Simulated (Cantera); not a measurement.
Cantera run, input and output.

```python
import numpy as np
import cantera as ct

gas = ct.Solution("gri30.yaml")
gas.TPX = 1025, 2666, {'H2': 0.12, 'O2': 1}
reactor = ct.IdealGasConstPressureReactor(gas, energy="off", clone=False)
net = ct.ReactorNet([reactor])
net.rtol, net.atol = 1e-08, 1e-18
show = ['H2', 'O2', 'H2O', 'O', 'H', 'HO2']
times = np.geomspace(1e-06, 40, 10)

steps = ct.SolutionArray(gas, extra=["t"])
rows = []
print(f"{'t/s':>10s}{'T/K':>9s}{'P/Pa':>11s}" + "".join(f"{s:>11s}" for s in show))
for t in times:
    while net.time < t:
        t_next = net.step()
        steps.append(gas.state, t=t_next)
    rows.append([np.interp(t, steps.t, y) for y in (steps.T, steps.P, *steps(*show).X.T)])
    print(f"{t:10.3e}{rows[-1][0]:9.1f}{rows[-1][1]:11.4g}" + "".join(f"{x:11.3e}" for x in rows[-1][2:]))
rate = np.gradient(steps.T, steps.t)
print("integrator steps:", len(steps.t))
if steps.T.max() > steps.T[0] + 200:
    print(f"time of steepest temperature rise: {steps.t[rate.argmax()]:.4e} s")
gas.TPX = 1025, 2666, {'H2': 0.12, 'O2': 1}
gas.equilibrate("TP")
print(f"equilibrium (TP): T = {gas.T:.1f} K  " + "  ".join(f"{s} {gas[s].X[0]:.3e}" for s in show))
```

It prints:

```
       t/s      T/K       P/Pa         H2         O2        H2O          O          H        HO2
 1.000e-06   1025.0       2666  1.071e-01  8.929e-01  4.911e-16  2.983e-14  3.587e-12  3.617e-12
 6.993e-06   1025.0       2666  1.071e-01  8.929e-01  1.466e-13  1.381e-12  2.403e-11  2.532e-11
 4.890e-05   1025.0       2666  1.071e-01  8.929e-01  3.292e-11  5.503e-11  1.534e-10  1.782e-10
 3.420e-04   1025.0       2666  1.071e-01  8.929e-01  8.978e-09  4.707e-09  5.331e-09  1.413e-09
 2.392e-03   1025.0       2666  1.594e-02  8.494e-01  7.396e-02  2.421e-02  3.127e-02  1.967e-05
 1.673e-02   1025.0       2666  1.676e-04  8.855e-01  1.126e-01  1.064e-03  1.250e-04  8.084e-06
 1.170e-01   1025.0       2666  2.938e-06  8.867e-01  1.132e-01  2.220e-05  3.728e-07  5.494e-07
 8.179e-01   1025.0       2666  1.078e-07  8.868e-01  1.132e-01  1.267e-06  5.073e-09  3.967e-08
 5.720e+00   1025.0       2666  9.214e-09  8.868e-01  1.132e-01  1.275e-07  1.610e-10  4.494e-09
 4.000e+01   1025.0       2666  1.096e-09  8.868e-01  1.132e-01  1.599e-08  7.140e-12  1.145e-09
integrator steps: 1848
equilibrium (TP): T = 1025.0 K  H2 1.340e-10  O2 8.868e-01  H2O 1.132e-01  O 1.916e-09  H 3.110e-13  HO2 1.742e-09
```

Model: GRI-Mech 3.0 (53 species, 325 reactions), integrated in Cantera. Radical loss at walls, strong at low pressure, is not modelled. The temperature is held fixed by assumption; the heat of reaction is taken as removed at once.
